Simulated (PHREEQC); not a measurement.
## Spent oxide etchant

Make-up at 25 °C: 0.0012 mol HF and 0.014 mol (NH4)2SiF6 per kg of water. Closed to the air; pH follows from the charge balance.

Model: ion-association model, phreeqc.dat, run in PHREEQC.

Precipitation was switched off in this run.

Predict the pH.

pH 3.06.

In which forms is Si present?

SiF6-2 97 %, H4SiO4 3.3 % of the Si.

Examples of supersaturated solids here: Quartz (slow to form), Chalcedony (slow to form). Others may be too. SiF6-2 is the database's only silicon fluoride.
